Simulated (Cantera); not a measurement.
Cantera run:

```python
import numpy as np
import cantera as ct

gas_names = """
    N2O TaO2 N
""".split()
cond_names = """
    Ta2O5(s) Ta2O5(L)
""".split()


# ... load() reads the species with a 1 bar reference pressure and builds the phases ...
species = {s.name: s for s in load("nasa_gas.yaml", gas_names) + load("nasa_condensed.yaml", cond_names)}
# Each term lists the table entries of one substance; the one whose range holds T is used.
reactions = {
    'N2O(g) + 2 TaO2(g) = 2 N(g) + Ta2O5':
        [(-1, ['N2O']), (-2, ['TaO2']), (2, ['N']), (1, ['Ta2O5(s)', 'Ta2O5(L)'])],
}


def pick(names, T):
    return next(species[n] for n in names if species[n].thermo.min_temp <= T <= species[n].thermo.max_temp)


results = []
for label, terms in reactions.items():
    print(label)
    print("     T/K   dH/kJ  dS/(J/K)   dG/kJ   log10 K")
    for T in [300, 1473, 1673, 1873, 2073, 2273, 2473, 2673, 2873]:
        used = [(nu, pick(names, T)) for nu, names in terms]
        dH = sum(nu * s.thermo.h(T) for nu, s in used) / 1e6
        dS = sum(nu * s.thermo.s(T) for nu, s in used) / 1e3
        dG = dH - T * dS / 1e3
        logK = -dG * 1e6 / (ct.gas_constant * T * np.log(10))
        results.append((label, T, dH, dS, dG, logK, [s.name for _, s in used]))
        print(f"{T:8g} {dH:8.1f} {dS:8.1f} {dG:8.1f} {logK:8.2f}")
```

It prints:

```
N2O(g) + 2 TaO2(g) = 2 N(g) + Ta2O5
     T/K   dH/kJ  dS/(J/K)   dG/kJ   log10 K
     300   -780.5   -330.5   -681.3   118.63
    1473   -715.0   -243.9   -355.6    12.61
    1673   -702.7   -236.1   -307.6     9.61
    1873   -690.3   -229.1   -261.1     7.28
    2073   -557.0   -164.1   -216.8     5.46
    2273   -535.7   -154.3   -185.0     4.25
    2473   -514.6   -145.4   -155.1     3.28
    2673   -493.6   -137.2   -126.8     2.48
    2873   -472.8   -129.7   -100.1     1.82
```

Cantera with NASA thermochemical tables; ideal gases at 1 bar, condensed phases pure. Condensed species are held in their standard states even where they would react or evaporate.
